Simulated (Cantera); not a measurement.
A perfectly stirred reactor is fed with CH₄ : O₂ : N₂ = 0.019 : 0.0029 : 1 (molar parts), equivalence ratio 13, at 1.00 bar; it is held at 1375 K, and followed from long to short residence time.

Model: GRI-Mech 3.0 (53 species, 325 reactions), integrated in Cantera. GRI-Mech 3.0 stops at C3 and has no aromatics, soot or wall deposition, so with more carbon than oxygen in the feed, carbon stays in small species such as C2H2 where larger ones or solid carbon would form.

Problem. What does this change do: 0.001 parts H2 added?

Solution. 
```csv
quantity,before,after
x(CH₄) at τ = 1.60 s,0.0141,0.0141
x(O₂) at τ = 1.60 s,0.000857,0.000805
x(NO₂) at τ = 1.60 s,<1e-12,<1e-12
x(CO) at τ = 1.60 s,0.00139,0.00138
x(H₂O) at τ = 1.60 s,0.00237,0.00248
x(CH₄) at τ = 73.0 ms,0.0184,0.0184
x(O₂) at τ = 73.0 ms,0.00279,0.00276
x(NO₂) at τ = 73.0 ms,<1e-12,<1e-12
x(CO) at τ = 73.0 ms,2.43e-5,3.45e-5
x(H₂O) at τ = 73.0 ms,4.97e-5,0.000103
```

Problem. What does this change do: temperature 1375 to 1050 K?

Solution. 
| quantity | before | after |
|---|---|---|
| x(CH₄) at τ = 1.60 s | 0.0141 | 0.0186 |
| x(O₂) at τ = 1.60 s | 0.000857 | 0.00284 |
| x(NO₂) at τ = 1.60 s | <1e-12 | <1e-12 |
| x(CO) at τ = 1.60 s | 0.00139 | 2.92e-8 |
| x(H₂O) at τ = 1.60 s | 0.00237 | 6.01e-7 |
| x(CH₄) at τ = 73.0 ms | 0.0184 | 0.0186 |
| x(O₂) at τ = 73.0 ms | 0.00279 | 0.00284 |
| x(NO₂) at τ = 73.0 ms | <1e-12 | <1e-12 |
| x(CO) at τ = 73.0 ms | 2.43e-5 | 1.49e-11 |
| x(H₂O) at τ = 73.0 ms | 4.97e-5 | 1.38e-8 |

Problem. What does this change do: CH4 0.019 to 0.032 parts?

Solution. 
```json
[
 {"quantity": "x(CH₄) at τ = 1.60 s", "before": "0.0141", "after": "0.0253"},
 {"quantity": "x(O₂) at τ = 1.60 s", "before": "0.000857", "after": "0.000904"},
 {"quantity": "x(NO₂) at τ = 1.60 s", "before": "<1e-12", "after": "<1e-12"},
 {"quantity": "x(CO) at τ = 1.60 s", "before": "0.00139", "after": "0.00136"},
 {"quantity": "x(H₂O) at τ = 1.60 s", "before": "0.00237", "after": "0.00227"},
 {"quantity": "x(CH₄) at τ = 73.0 ms", "before": "0.0184", "after": "0.0307"},
 {"quantity": "x(O₂) at τ = 73.0 ms", "before": "0.00279", "after": "0.00275"},
 {"quantity": "x(NO₂) at τ = 73.0 ms", "before": "<1e-12", "after": "<1e-12"},
 {"quantity": "x(CO) at τ = 73.0 ms", "before": "2.43e-5", "after": "3.15e-5"},
 {"quantity": "x(H₂O) at τ = 73.0 ms", "before": "4.97e-5", "after": "5.93e-5"}
]
```
